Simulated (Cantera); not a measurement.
What does this Cantera script print?

```python
import numpy as np
import cantera as ct

gas = ct.Solution("gri30.yaml")
gas.TPX = 1725, 490000, {'CH4': 1, 'CO': 0.043, 'O2': 2.02, 'N2': 13.3, 'H2O': 1.3}
reactor = ct.IdealGasConstPressureReactor(gas, energy="on", clone=False)
net = ct.ReactorNet([reactor])
net.rtol, net.atol = 1e-08, 1e-16
show = ['CH4', 'CO', 'O2', 'CO2', 'CH2CO', 'CH2O']
times = np.geomspace(8e-06, 3, 14)

steps = ct.SolutionArray(gas, extra=["t"])
rows = []
print(f"{'t/s':>10s}{'T/K':>9s}{'P/Pa':>11s}" + "".join(f"{s:>11s}" for s in show))
for t in times:
    while net.time < t:
        t_next = net.step()
        steps.append(gas.state, t=t_next)
    rows.append([np.interp(t, steps.t, y) for y in (steps.T, steps.P, *steps(*show).X.T)])
    print(f"{t:10.3e}{rows[-1][0]:9.1f}{rows[-1][1]:11.4g}" + "".join(f"{x:11.3e}" for x in rows[-1][2:]))
rate = np.gradient(steps.T, steps.t)
print("integrator steps:", len(steps.t))
if steps.T.max() > steps.T[0] + 200:
    print(f"time of steepest temperature rise: {steps.t[rate.argmax()]:.4e} s")
gas.TPX = 1725, 490000, {'CH4': 1, 'CO': 0.043, 'O2': 2.02, 'N2': 13.3, 'H2O': 1.3}
gas.equilibrate("HP")
print(f"equilibrium (HP): T = {gas.T:.1f} K  " + "  ".join(f"{s} {gas[s].X[0]:.3e}" for s in show))
```

Output:

```
       t/s      T/K       P/Pa        CH4         CO         O2        CO2      CH2CO       CH2O
 8.000e-06   1724.7    4.9e+05  5.645e-02  2.434e-03  1.143e-01  9.219e-07  1.253e-09  2.268e-05
 2.147e-05   1725.3    4.9e+05  5.577e-02  2.461e-03  1.140e-01  6.917e-06  1.106e-07  1.945e-04
 5.763e-05   1751.2    4.9e+05  4.787e-02  4.315e-03  1.092e-01  1.537e-04  4.402e-05  1.339e-03
 1.547e-04   2629.4    4.9e+05  2.701e-15  1.589e-02  1.004e-02  4.220e-02  1.929e-17  2.931e-10
 4.151e-04   2640.9    4.9e+05  2.726e-15  1.518e-02  9.214e-03  4.297e-02  1.709e-17  2.718e-10
 1.114e-03   2636.9    4.9e+05  2.916e-15  1.533e-02  8.642e-03  4.282e-02  1.793e-17  2.785e-10
 2.990e-03   2631.8    4.9e+05  3.182e-15  1.553e-02  7.940e-03  4.262e-02  1.904e-17  2.877e-10
 8.026e-03   2630.1    4.9e+05  3.278e-15  1.560e-02  7.713e-03  4.254e-02  1.943e-17  2.910e-10
 2.154e-02   2630.0    4.9e+05  3.280e-15  1.560e-02  7.709e-03  4.254e-02  1.943e-17  2.911e-10
 5.781e-02   2630.0    4.9e+05  3.280e-15  1.560e-02  7.709e-03  4.254e-02  1.943e-17  2.911e-10
 1.552e-01   2630.0    4.9e+05  3.280e-15  1.560e-02  7.709e-03  4.254e-02  1.943e-17  2.911e-10
 4.165e-01   2630.0    4.9e+05  3.280e-15  1.560e-02  7.709e-03  4.254e-02  1.943e-17  2.911e-10
 1.118e+00   2630.0    4.9e+05  3.280e-15  1.560e-02  7.709e-03  4.254e-02  1.943e-17  2.911e-10
 3.000e+00   2630.0    4.9e+05  3.280e-15  1.560e-02  7.709e-03  4.254e-02  1.943e-17  2.911e-10
integrator steps: 1767
time of steepest temperature rise: 8.0953e-05 s
equilibrium (HP): T = 2630.0 K  CH4 4.113e-15  CO 1.560e-02  O2 7.709e-03  CO2 4.254e-02  CH2CO 2.165e-17  CH2O 2.911e-10
```

Cantera simulation using GRI-Mech 3.0 (53 species, 325 reactions); the numbers are that mechanism's predictions, not measurements.
